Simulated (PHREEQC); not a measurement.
2.1 g of hydrous ferric oxide (600 m²/g; 0.2 weak and 0.005 strong sites per Fe, Dzombak-Morel constants, diffuse double layer) in 1 kg of water with 0.001 mol/kgw of an inert sodium salt and 0.0036 mol Na2SO4 and 1.5e-05 mol NaH2PO4, at 25 °C; the pH is set by adding NaOH or the inert anion's acid. O2 is buffered at 0.21 atm. The system is closed to CO2. No solid was allowed to form.

The series has 17 steps of pH, from 4 to 12.

All values are PHREEQC results (ion-association model, wateq4f.dat), not measurements.

### Question
Near which pH is half of the S sorbed, and on which side is more sorbed?

### Answer
Near pH 5.5, with more sorbed at lower pH.

### Question
Near which pH is half of the P sorbed, and on which side is more sorbed?

### Answer
Near pH 9.7, with more sorbed at lower pH.

H3PO4, which wateq4f.dat lacks, is added to it with the constant of phreeqc.dat.
